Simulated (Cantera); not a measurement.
Input: 1 mol Fe3O4, 0.93 mol Cl2, held at 1 atm.

Equilibrium computed with Cantera from the NASA thermochemical tables; the gas is ideal and each condensed phase is pure. Candidate condensed phases: Fe, FeCl2, FeCl3, FeO, Fe2O3, Fe3O4; 13 gas species. Rates play no part. All values below are at 1023 K.

Base state: Cl2 0.618, FeCl3 0.274, Fe2Cl6 0.104, O2 0.00195, FeCl2 0.00167, Cl 0.000424, Fe2Cl4 2.18e-5 (mole fractions); condensed: Fe2O3(s).

### Question
What changes in the equilibrium state with this change: pressure from 1 atm to 90.0 Torr?

### Answer
```
species          before    after
-------------  --------  -------
Cl2               0.618    0.573
FeCl3             0.274    0.391
Fe2Cl6            0.104   0.0250
FeCl2           0.00167  0.00716
Cl             0.000424  0.00119
Fe2Cl4          2.18e-5  4.76e-5
O2              0.00195  0.00213
Fe2O3(s), mol      1.33     1.33
```
